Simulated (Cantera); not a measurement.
What does this Cantera script print?

```python
import numpy as np
import cantera as ct

gas_names = """
    H HO2 H2 H2O H2O2 H2S H2SO4 O OH O2 O3 S SH SO SO2 SO3 S2 S2O S8
""".split()
cond_names = """
    H2O(s) H2O(L) H2SO4(L) S(cr1) S(cr2) S(L)
""".split()


# ... load() reads the species with a 1 bar reference pressure and builds the phases ...
atoms = {
    'SO2': {'S': 1, 'O': 2},
    'H2': {'H': 2},
    'O2': {'O': 2},
}
top_T = {}  # K; cautious upper limits of use, not melting points


# ... equilibrate(T, P, feed) seeds the gas with the atoms and calls Mixture.equilibrate('TP', solver="vcs", rtol=1e-11, max_steps=5000) ...
results = []
feed = {'SO2': 1, 'H2': 0.17, 'O2': 2}  # mol
for P in [10, 44, 200, 880, 3900, 17000, 77000, 340000, 1500000, 6800000, 30000000]:
    for T in [550, 650, 750, 850, 950, 1050, 1150, 1250, 1350, 1450, 1550, 1650]:
        mix = equilibrate(T, P, feed)
        results.append((T, P, feed, dict(zip(mix.species_names, mix.species_moles))))

for T, P, feed, n in results:
    print(f"{T:7g} {P:10.4g}  " + (" + ".join(c for c in cond_names if n.get(c, 0) > 1e-12) or "gas only"))
```

Result:

```
    550         10  gas only
    650         10  gas only
    750         10  gas only
    850         10  gas only
    950         10  gas only
   1050         10  gas only
   1150         10  gas only
   1250         10  gas only
   1350         10  gas only
   1450         10  gas only
   1550         10  gas only
   1650         10  gas only
    550         44  gas only
    650         44  gas only
    750         44  gas only
    850         44  gas only
    950         44  gas only
   1050         44  gas only
   1150         44  gas only
   1250         44  gas only
   1350         44  gas only
   1450         44  gas only
   1550         44  gas only
   1650         44  gas only
    550        200  gas only
    650        200  gas only
    750        200  gas only
    850        200  gas only
    950        200  gas only
   1050        200  gas only
   1150        200  gas only
   1250        200  gas only
   1350        200  gas only
   1450        200  gas only
   1550        200  gas only
   1650        200  gas only
    550        880  gas only
    650        880  gas only
    750        880  gas only
    850        880  gas only
    950        880  gas only
   1050        880  gas only
   1150        880  gas only
   1250        880  gas only
   1350        880  gas only
   1450        880  gas only
   1550        880  gas only
   1650        880  gas only
    550       3900  gas only
    650       3900  gas only
    750       3900  gas only
    850       3900  gas only
    950       3900  gas only
   1050       3900  gas only
   1150       3900  gas only
   1250       3900  gas only
   1350       3900  gas only
   1450       3900  gas only
   1550       3900  gas only
   1650       3900  gas only
    550    1.7e+04  gas only
    650    1.7e+04  gas only
    750    1.7e+04  gas only
    850    1.7e+04  gas only
    950    1.7e+04  gas only
   1050    1.7e+04  gas only
   1150    1.7e+04  gas only
   1250    1.7e+04  gas only
   1350    1.7e+04  gas only
   1450    1.7e+04  gas only
   1550    1.7e+04  gas only
   1650    1.7e+04  gas only
    550    7.7e+04  gas only
    650    7.7e+04  gas only
    750    7.7e+04  gas only
    850    7.7e+04  gas only
    950    7.7e+04  gas only
   1050    7.7e+04  gas only
   1150    7.7e+04  gas only
   1250    7.7e+04  gas only
   1350    7.7e+04  gas only
   1450    7.7e+04  gas only
   1550    7.7e+04  gas only
   1650    7.7e+04  gas only
    550    3.4e+05  gas only
    650    3.4e+05  gas only
    750    3.4e+05  gas only
    850    3.4e+05  gas only
    950    3.4e+05  gas only
   1050    3.4e+05  gas only
   1150    3.4e+05  gas only
   1250    3.4e+05  gas only
   1350    3.4e+05  gas only
   1450    3.4e+05  gas only
   1550    3.4e+05  gas only
   1650    3.4e+05  gas only
    550    1.5e+06  H2SO4(L)
    650    1.5e+06  gas only
    750    1.5e+06  gas only
    850    1.5e+06  gas only
    950    1.5e+06  gas only
   1050    1.5e+06  gas only
   1150    1.5e+06  gas only
   1250    1.5e+06  gas only
   1350    1.5e+06  gas only
   1450    1.5e+06  gas only
   1550    1.5e+06  gas only
   1650    1.5e+06  gas only
    550    6.8e+06  H2SO4(L)
    650    6.8e+06  H2SO4(L)
    750    6.8e+06  gas only
    850    6.8e+06  gas only
    950    6.8e+06  gas only
   1050    6.8e+06  gas only
   1150    6.8e+06  gas only
   1250    6.8e+06  gas only
   1350    6.8e+06  gas only
   1450    6.8e+06  gas only
   1550    6.8e+06  gas only
   1650    6.8e+06  gas only
    550      3e+07  H2SO4(L)
    650      3e+07  H2SO4(L)
    750      3e+07  H2SO4(L)
    850      3e+07  H2SO4(L)
    950      3e+07  gas only
   1050      3e+07  gas only
   1150      3e+07  gas only
   1250      3e+07  gas only
   1350      3e+07  gas only
   1450      3e+07  gas only
   1550      3e+07  gas only
   1650      3e+07  gas only
```

Cantera equilibrium calculation (NASA polynomials, part measured and part estimated; ideal gas, pure solids and liquids). The ideal-gas law is rough above about 30 bar.
